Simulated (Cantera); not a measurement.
A Cantera script and its output.

```python
import numpy as np
import cantera as ct

gas = ct.Solution("gri30.yaml")
gas.TPX = 1200, 1200, {'N2O': 1, 'O2': 0.13}
reactor = ct.IdealGasConstPressureReactor(gas, energy="off", clone=False)
net = ct.ReactorNet([reactor])
net.rtol, net.atol = 1e-08, 1e-18
show = ['N2O', 'O2', 'NO', 'O', 'N2']
times = np.geomspace(9e-06, 40, 13)

steps = ct.SolutionArray(gas, extra=["t"])
rows = []
print(f"{'t/s':>10s}{'T/K':>9s}{'P/Pa':>11s}" + "".join(f"{s:>11s}" for s in show))
for t in times:
    while net.time < t:
        t_next = net.step()
        steps.append(gas.state, t=t_next)
    rows.append([np.interp(t, steps.t, y) for y in (steps.T, steps.P, *steps(*show).X.T)])
    print(f"{t:10.3e}{rows[-1][0]:9.1f}{rows[-1][1]:11.4g}" + "".join(f"{x:11.3e}" for x in rows[-1][2:]))
rate = np.gradient(steps.T, steps.t)
print("integrator steps:", len(steps.t))
if steps.T.max() > steps.T[0] + 200:
    print(f"time of steepest temperature rise: {steps.t[rate.argmax()]:.4e} s")
gas.TPX = 1200, 1200, {'N2O': 1, 'O2': 0.13}
gas.equilibrate("TP")
print(f"equilibrium (TP): T = {gas.T:.1f} K  " + "  ".join(f"{s} {gas[s].X[0]:.3e}" for s in show))
```

It prints:

```
       t/s      T/K       P/Pa        N2O         O2         NO          O         N2
 9.000e-06   1200.0       1200  8.850e-01  1.150e-01  5.013e-11  2.926e-08  2.971e-08
 3.223e-05   1200.0       1200  8.850e-01  1.150e-01  6.305e-10  1.026e-07  1.083e-07
 1.154e-04   1200.0       1200  8.850e-01  1.150e-01  7.658e-09  3.417e-07  4.109e-07
 4.132e-04   1200.0       1200  8.850e-01  1.150e-01  8.334e-08  9.572e-07  1.710e-06
 1.480e-03   1200.0       1200  8.849e-01  1.150e-01  6.604e-07  1.702e-06  7.667e-06
 5.299e-03   1200.0       1200  8.849e-01  1.151e-01  3.259e-06  1.832e-06  3.127e-05
 1.897e-02   1200.0       1200  8.848e-01  1.151e-01  1.266e-05  1.832e-06  1.162e-04
 6.794e-02   1200.0       1200  8.843e-01  1.152e-01  4.631e-05  1.832e-06  4.202e-04
 2.433e-01   1200.0       1200  8.827e-01  1.157e-01  1.666e-04  1.832e-06  1.507e-03
 8.712e-01   1200.0       1200  8.768e-01  1.173e-01  5.950e-04  1.832e-06  5.377e-03
 3.120e+00   1200.0       1200  8.561e-01  1.228e-01  2.098e-03  1.832e-06  1.896e-02
 1.117e+01   1200.0       1200  7.870e-01  1.415e-01  7.118e-03  1.831e-06  6.432e-02
 4.000e+01   1200.0       1200  5.911e-01  1.945e-01  2.135e-02  1.828e-06  1.930e-01
integrator steps: 567
equilibrium (TP): T = 1200.0 K  N2O 1.593e-09  O2 3.864e-01  NO 2.353e-04  O 1.431e-07  N2 6.134e-01
```

Computed with Cantera and GRI-Mech 3.0 (53 species, 325 reactions). GRI-Mech 3.0 was tuned for natural gas; its chemistry of N2O as a main component is partial and can be far from experiment. Radical loss at walls, strong at low pressure, is not modelled. The mechanism lacks the step 2 NO + O2 → 2 NO2, which can matter for NO2 below about 1400 K. The temperature is held fixed by assumption; the heat of reaction is taken as removed at once.
